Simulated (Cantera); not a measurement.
Input (Python, Cantera) and output of one run.

```python
import numpy as np
import cantera as ct

gas_names = """
    H HNO HNO2 HNO3 HO2 H2 H2O H2O2 N NH NH2 NH3 NH2OH NO NO2 NO3 N2 N2H2 N2H4 N2O O OH O2 O3 Si SiH
    SiH2 SiH3 SiH4 SiN SiO SiO2 Si2 Si2N Si3
""".split()
cond_names = """
    H2O(s) H2O(L) Si(cr) Si(L) SiO2(Lqz) SiO2(hqz) SiO2(L) Si2N2O(s) Si3N4(a)
""".split()


# ... load() reads the species with a 1 bar reference pressure and builds the phases ...
atoms = {
    'Si2H6': {'Si': 2, 'H': 6},
    'N2O': {'N': 2, 'O': 1},
    'N2': {'N': 2},
}
top_T = {'Si2N2O(s)': 2100, 'Si3N4(a)': 2400}  # K; cautious upper limits of use, not melting points


# ... equilibrate(T, P, feed) seeds the gas with the atoms and calls Mixture.equilibrate('TP', solver="vcs", rtol=1e-11, max_steps=5000) ...
results = []
feed = {'Si2H6': 1, 'N2O': 3.8, 'N2': 25}  # mol
T = 1298.15  # K
P = 26000  # Pa
mix = equilibrate(T, P, feed)
results.append((T, P, feed, dict(zip(mix.species_names, mix.species_moles))))
print(gas.report(threshold=1e-06))
for i in range(1, mix.n_phases):
    print(f"{mix.phase(i).name:16s} {mix.phase_moles(i):12.5e} mol")
```

Output:

```
       temperature   1298.2 K
          pressure   26000 Pa
           density   0.061563 kg/m^3
  mean mol. weight   25.557 kg/kmol
   phase of matter   gas

                          1 kg             1 kmol
                     ---------------   ---------------
          enthalpy        1.2236e+06         3.127e+07  J
   internal energy        8.0123e+05        2.0477e+07  J
           entropy            9577.5        2.4477e+05  J/K
    Gibbs function        -1.121e+07       -2.8648e+08  J
 heat capacity c_p            1322.8             33806  J/K
 heat capacity c_v            997.47             25492  J/K

                      mass frac. Y      mole frac. X     chem. pot. / RT
                     ---------------   ---------------   ---------------
                H2         0.0074553           0.09451           -21.898
               H2O        1.9233e-05        2.7284e-05           -60.004
                N2           0.99252           0.90546           -27.026
     [  +32 minor]        6.6919e-07         1.572e-06

Si(cr)            0.00000e+00 mol
SiO2(hqz)         1.86609e+00 mol
Si2N2O(s)         6.69550e-02 mol
Si3N4(a)          0.00000e+00 mol
```

Method: chemical equilibrium by Gibbs-energy minimisation in Cantera with the NASA 1993 tables (ideal gas, pure condensed phases). The feed counts by its element totals alone. Mutual solubility and eutectic melting of coexisting phases are not modelled. The tables hold silica as quartz up to 1696 K and as liquid above; real silica turns to tridymite and cristobalite and melts near 1996 K.
